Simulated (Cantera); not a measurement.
An isothermal, constant-pressure homogeneous reactor starts with NH3 : H2 = 1 : 0.11 (molar parts), at 2298 K and 22.5 Torr. Integrator tolerance rtol = 1e-08.

Cantera simulation using the gas-phase N/H chemistry of the illustrative SiF4/NH3 mechanism in the Surface Chemkin manual (1991); the numbers are that mechanism's predictions, not measurements. Walls and surfaces, which speed up NH3 decomposition in real reactors, are not modelled.

### Question
What does this change do: temperature 2298 to 1300 K?

### Answer
```tsv
quantity	before	after
x(NH3) at 50.0 s	1.16e-7 (gas-phase equilibrium 1.16e-7)	0.899 (gas-phase equilibrium 1.19e-6)
x(H2) at 50.0 s	0.721 (gas-phase equilibrium 0.721)	0.100 (gas-phase equilibrium 0.763)
x(H) at 50.0 s	0.0473 (gas-phase equilibrium 0.0473)	4.75e-7 (gas-phase equilibrium 5.62e-6)
x(N2) at 50.0 s	0.231 (gas-phase equilibrium 0.231)	0.000452 (gas-phase equilibrium 0.237)
x(N2H2) at 50.0 s	<1e-12 (gas-phase equilibrium <1e-12)	1.18e-7 (gas-phase equilibrium <1e-12)
```
